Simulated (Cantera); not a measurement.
Input: 1 mol Si, 2 mol HBr, 4.6 mol H2, at 10.0 Torr.

Equilibrium computed with Cantera from the NASA thermochemical tables; the gas is ideal and each condensed phase is pure. Candidate condensed phases: Br2, Si; 19 gas species. The tables' values for SiBr3 are old estimates; treat these amounts as uncertain. Rates play no part. All values below are at 923 K.

Base state: H2 0.894, SiBr4 0.0699, HBr 0.0303, SiHBr3 0.00419, SiBr2 0.000892, SiBr3 0.000365, SiH2Br2 0.000118 (mole fractions); condensed: Si(s).

Task: What changes in the equilibrium state with this change: HBr from 2 to 26 mol?

Result: 
```tsv
species	before	after
HBr	0.0303	0.743
H2	0.894	0.223
SiBr4	0.0699	0.0338
SiH2Br2	0.000118	5.88e-9
SiBr2	0.000892	1.78e-7
SiHBr3	0.00419	2.05e-5
SiBr3	0.000365	3.59e-6
Br	2.32e-7	1.14e-5
Si(s), mol	0.536	0
```
